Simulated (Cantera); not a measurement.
Input: 1 mol Nb, 0.13 mol H₂O, a varied amount of H₂, equilibrated at 1873 K and 4.20 Pa.

Method: chemical equilibrium by Gibbs-energy minimisation in Cantera with the NASA 1993 tables (ideal gas, pure condensed phases). Candidate condensed phases: H₂O, Nb, NbO, NbO₂, Nb₂O₅; 12 gas species. Mutual solubility and eutectic melting of coexisting phases are not modelled. NbO: taken at fixed stoichiometry. Condensed phases not in the tables: N, O or C dissolved in the metal. Kinetics and transport are ignored.

x: gas mole fraction; n: condensed amount in mol.

```tsv
n(H₂) (mol)	x H₂	x H	x NbO₂	x H₂O	x NbO	x OH	x O	n Nb(s)	n NbO(s)
5.3	0.903	0.0946	0.00106	0.000714	0.000335	5.81e-6	4.61e-7	0.880	0.112
8.8	0.903	0.0946	0.00106	0.000714	0.000335	5.81e-6	4.61e-7	0.887	0.100
14	0.903	0.0946	0.00106	0.000714	0.000335	5.81e-6	4.61e-7	0.896	0.0830
24	0.903	0.0946	0.00106	0.000714	0.000335	5.81e-6	4.61e-7	0.915	0.0497
39	0.903	0.0946	0.00105	0.000713	0.000334	5.80e-6	4.60e-7	0.943	0
65	0.904	0.0947	0.000564	0.000522	0.000245	4.25e-6	3.37e-7	0.945	0
110	0.904	0.0947	___	___	___	___	___	0.947	0
180	0.905	0.0947	0.000147	0.000267	0.000125	2.17e-6	1.72e-7	0.949	0
```

Q: Some entries are withheld; supply them.

A: 
- 110, x NbO₂: 0.000287
- 110, x H₂O: 0.000373
- 110, x NbO: 0.000174
- 110, x OH: 3.03e-6
- 110, x O: 2.40e-7
